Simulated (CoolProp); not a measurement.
Vapour-liquid equilibrium of carbon dioxide (1) + hydrogen sulfide (2) at 1520 kPa; x and y are mole fractions of (1).

Model: multi-fluid Helmholtz-energy mixture model, Span 1996 and Lemmon 2006; pair parameters Kunz 2012, in CoolProp.

Question: Give the bubble temperature and the first vapour's composition at x = 0.45, 0.75, 0.95. Is there an azeotrope?

Answer: x = 0.45: -19.9 °C, y = 0.729; x = 0.75: -25.4 °C, y = 0.853; x = 0.95: -27.7 °C, y = 0.962. No azeotrope shows between x = 0.05 and 0.95.

The pair parameters rest on a limited set of measurements; away from them the model extrapolates.
